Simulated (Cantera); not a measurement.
A closed system holds: 1 mol Pb, 4 mol NH3, 140 mol H2, at 75.0 Torr.

Method: chemical equilibrium by Gibbs-energy minimisation in Cantera with the NASA 1993 tables (ideal gas, pure condensed phases). Candidate condensed phases: Pb; 11 gas species. Equilibrium is a limit: real reactors are often held back by kinetics, nucleation or transport.

**Question.** Which condensed phases are stable at each of these points (T (K)): 700, 800, 900, 1000, 1100, 1200, 1300, 1400, 1500, 1600, 1700, 1800, 1900, 2000?

**Answer.** 
```tsv
T (K)	condensed phases	Pb condensed (%)
700	Pb(l)	100.0
800	Pb(l)	100.0
900	Pb(l)	99.8
1000	Pb(l)	97.6
1100	Pb(l)	82.0
1200	Pb(l)	4.2
1300	gas only	0.0
1400	gas only	0.0
1500	gas only	0.0
1600	gas only	0.0
1700	gas only	0.0
1800	gas only	0.0
1900	gas only	0.0
2000	gas only	0.0
```

From 700 K to 1200 K the condensed part is Pb(l). From 1300 K to 2000 K nothing is condensed.
